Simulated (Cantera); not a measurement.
A closed system holds: 1 mol H2O, 0.015 mol SO2, held at 577 °C and 0.00470 bar.

Equilibrium computed with Cantera from the NASA thermochemical tables; the gas is ideal and each condensed phase is pure. Candidate condensed phases: H2O, H2SO4, S; 19 gas species. The numbers say what is thermodynamically allowed, not how fast it happens.

Base state: H2O 0.985, SO2 0.0148 (mole fractions); condensed: gas only.

### Question
What changes in the equilibrium state with this change: H2O replaced by H2S?

### Answer
| species | before | after |
|---|---|---|
| H2S | <1e-9 | 0.859 |
| H2 | 3.11e-7 | 0.0606 |
| S2 | <1e-9 | 0.0516 |
| H2O | 0.985 | 0.0284 |
| SO2 | 0.0148 | 3.93e-7 |
Gases not in the tables: S3 to S7.
